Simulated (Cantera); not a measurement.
A freely propagating, adiabatic, planar premixed flame of H2 : O2 : N2 = 1 : 0.2 : 0.752 (molar parts), equivalence ratio 2.5, unburnt at 575 K and 0.148 atm; multicomponent+Soret transport, grid criteria slope 0.08 and curve 0.16, no radiation.

Computed with Cantera and the H2/O2 subset of GRI-Mech 3.0, which has no nitrogen chemistry. Burning velocities carry a grid error of a few per cent, more on coarse grids.

**Question.** Predict: laminar burning velocity; thermal thickness; peak x(H); peak x(H2O2); peak x(HO2).

**Answer.** 
```json
{
 "laminar_burning_velocity": "586 cm/s",
 "thermal_thickness": "5.31 mm",
 "peak x(H)": "0.118",
 "peak x(H2O2)": "7.67e-7",
 "peak x(HO2)": "4.67e-5"
}
```
